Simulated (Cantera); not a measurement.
**Nitride etching: AlN + H2**

Input: 1 mol AlN, 910 mol H2, held at 1150 °C and 3.70e-5 bar.

Method: chemical equilibrium by Gibbs-energy minimisation in Cantera with the NASA 1993 tables (ideal gas, pure condensed phases). Candidate condensed phases: Al, AlN; 13 gas species. The numbers say what is thermodynamically allowed, not how fast it happens.

```
Quantity                             Result
--------------------------------  ---------
x(H2)                                 0.998
x(H)                                0.00109
x(Al)                              0.000840
x(N2)                              0.000424
x(AlH)                              8.44e-6
n(AlN(s))                         0.227 mol
gas amount                        911.7 mol
log10 activity of Al(l) (absent)      -2.05
```
